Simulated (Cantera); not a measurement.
An adiabatic, constant-pressure homogeneous reactor starts with CH4 : O2 : N2 : H2O = 1 : 1.43 : 5.37 : 0.19 (molar parts), at 1025 K and 500000 Pa. Integrator tolerance rtol = 1e-08.

Detailed kinetics in Cantera: GRI-Mech 3.0 (53 species, 325 reactions).

### Question
What does this change do: pressure from 500000 Pa to 400000 Pa?

### Answer
| quantity | before | after |
|---|---|---|
| time of steepest temperature rise | 0.141 s | 0.184 s |
| temperature at 3.00 s | 2483 K | 2480 K |
| equilibrium temperature | 2483 K | 2480 K |
| x(CH4) at 3.00 s | 6.31e-12 (gas-phase equilibrium 7.17e-12) | 4.09e-12 (gas-phase equilibrium 4.66e-12) |
| x(O2) at 3.00 s | 6.92e-5 (gas-phase equilibrium 6.92e-5) | 8.35e-5 (gas-phase equilibrium 8.35e-5) |
| x(H2O) at 3.00 s | 0.195 (gas-phase equilibrium 0.195) | 0.195 (gas-phase equilibrium 0.195) |
| x(C2H) at 3.00 s | <1e-12 (gas-phase equilibrium <1e-12) | <1e-12 (gas-phase equilibrium <1e-12) |
| x(H2O2) at 3.00 s | 2.47e-8 (gas-phase equilibrium 2.47e-8) | 2.40e-8 (gas-phase equilibrium 2.40e-8) |
| x(C2H6) at 3.00 s | <1e-12 (gas-phase equilibrium <1e-12) | <1e-12 (gas-phase equilibrium <1e-12) |

### Question
What does this change do: pressure from 500000 Pa to 73000 Pa?

### Answer
| quantity | before | after |
|---|---|---|
| time of steepest temperature rise | 0.141 s | 1.23 s |
| temperature at 3.00 s | 2483 K | 2445 K |
| equilibrium temperature | 2483 K | 2445 K |
| x(CH4) at 3.00 s | 6.31e-12 (gas-phase equilibrium 7.17e-12) | <1e-12 (gas-phase equilibrium <1e-12) |
| x(O2) at 3.00 s | 6.92e-5 (gas-phase equilibrium 6.92e-5) | 0.000311 (gas-phase equilibrium 0.000311) |
| x(H2O) at 3.00 s | 0.195 (gas-phase equilibrium 0.195) | 0.192 (gas-phase equilibrium 0.192) |
| x(C2H) at 3.00 s | <1e-12 (gas-phase equilibrium <1e-12) | <1e-12 (gas-phase equilibrium <1e-12) |
| x(H2O2) at 3.00 s | 2.47e-8 (gas-phase equilibrium 2.47e-8) | 1.80e-8 (gas-phase equilibrium 1.80e-8) |
| x(C2H6) at 3.00 s | <1e-12 (gas-phase equilibrium <1e-12) | <1e-12 (gas-phase equilibrium <1e-12) |
